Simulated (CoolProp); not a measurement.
Properties of nitrous oxide along the isobar 0.909 MPa (Tc = 36.4 °C, pc = 7.245 MPa, ω = 0.161).

The numbers come from the reference Helmholtz-energy equation of state, Lemmon 2006 in CoolProp. It is a short technical equation, of lower accuracy than the large ones.

```json
[
 {"T (°C)": "35.05", "phase": "gas", "Z": "0.9547", "cv (kJ/(kg K))": "0.7143", "Joule-Thomson coefficient (K/MPa)": "10.21"},
 {"T (°C)": "51.05", "phase": "gas", "Z": "0.9617", "cv (kJ/(kg K))": "0.7266", "Joule-Thomson coefficient (K/MPa)": "9.056"},
 {"T (°C)": "67.05", "phase": "gas", "Z": "0.9674", "cv (kJ/(kg K))": "0.7393", "Joule-Thomson coefficient (K/MPa)": "8.093"},
 {"T (°C)": "83.05", "phase": "gas", "Z": "0.9721", "cv (kJ/(kg K))": "0.7519", "Joule-Thomson coefficient (K/MPa)": "7.281"},
 {"T (°C)": "98.95", "phase": "gas", "Z": "0.9760", "cv (kJ/(kg K))": "0.7644", "Joule-Thomson coefficient (K/MPa)": "6.590"},
 {"T (°C)": "114.95", "phase": "gas", "Z": "0.9793", "cv (kJ/(kg K))": "0.7767", "Joule-Thomson coefficient (K/MPa)": "5.990"},
 {"T (°C)": "130.95", "phase": "gas", "Z": "0.9821", "cv (kJ/(kg K))": "0.7889", "Joule-Thomson coefficient (K/MPa)": "5.468"},
 {"T (°C)": "146.95", "phase": "gas", "Z": "0.9845", "cv (kJ/(kg K))": "0.8007", "Joule-Thomson coefficient (K/MPa)": "5.009"},
 {"T (°C)": "162.95", "phase": "gas", "Z": "0.9865", "cv (kJ/(kg K))": "0.8123", "Joule-Thomson coefficient (K/MPa)": "4.604"},
 {"T (°C)": "178.95", "phase": "gas", "Z": "0.9883", "cv (kJ/(kg K))": "0.8237", "Joule-Thomson coefficient (K/MPa)": "4.244"},
 {"T (°C)": "194.85", "phase": "gas", "Z": "0.9898", "cv (kJ/(kg K))": "0.8346", "Joule-Thomson coefficient (K/MPa)": "3.924"},
 {"T (°C)": "210.85", "phase": "gas", "Z": "0.9911", "cv (kJ/(kg K))": "0.8454", "Joule-Thomson coefficient (K/MPa)": "3.635"},
 {"T (°C)": "226.85", "phase": "gas", "Z": "0.9923", "cv (kJ/(kg K))": "0.8558", "Joule-Thomson coefficient (K/MPa)": "3.374"}
]
```
